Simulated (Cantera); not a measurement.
Mixture: CH3OH : O2 : N2 : H2O = 1 : 3 : 10.2 : 4.1 (molar parts), equivalence ratio 0.50, at 0.550 bar, adiabatic and at constant volume. Ignition delay is the time to a rise of 400 K.

Computed with Cantera and GRI-Mech 3.0 (53 species, 325 reactions). GRI-Mech 3.0 was tuned for natural gas; its chemistry of methanol as a main component is partial and can be far from experiment.

Task: What does this change do: N2 10.2 to 17 parts?

Result: 
```
quantity                                                before       after
--------------------------------------------------  ----------  ----------
delay at 1075 K                                        0.123 s     0.150 s
delay at 1175 K                                        18.1 ms     22.4 ms
delay at 1275 K                                        3.69 ms     4.68 ms
delay at 1375 K                                       0.991 ms     1.30 ms
delay at 1475 K                                       0.336 ms    0.471 ms
delay at 1575 K                                       0.142 ms    0.224 ms
delay at 1675 K                                        76.6 µs    0.145 ms
apparent activation energy between 1475 and 1675 K  150 kJ/mol  120 kJ/mol
```

Task: What does this change do: 0.55 parts H2 added?

Result: 
| quantity | before | after |
|---|---|---|
| delay at 1075 K | 0.123 s | 75.4 ms |
| delay at 1175 K | 18.1 ms | 13.9 ms |
| delay at 1275 K | 3.69 ms | 3.17 ms |
| delay at 1375 K | 0.991 ms | 0.887 ms |
| delay at 1475 K | 0.336 ms | 0.302 ms |
| delay at 1575 K | 0.142 ms | 0.126 ms |
| delay at 1675 K | 76.6 µs | 65.1 µs |
| apparent activation energy between 1475 and 1675 K | 150 kJ/mol | 160 kJ/mol |

Task: What does this change do: pressure from 0.550 bar to 1.01 bar?

Result: 
| quantity | before | after |
|---|---|---|
| delay at 1075 K | 0.123 s | 73.9 ms |
| delay at 1175 K | 18.1 ms | 10.7 ms |
| delay at 1275 K | 3.69 ms | 2.16 ms |
| delay at 1375 K | 0.991 ms | 0.572 ms |
| delay at 1475 K | 0.336 ms | 0.191 ms |
| delay at 1575 K | 0.142 ms | 78.6 µs |
| delay at 1675 K | 76.6 µs | 39.8 µs |
| apparent activation energy between 1475 and 1675 K | 150 kJ/mol | 160 kJ/mol |
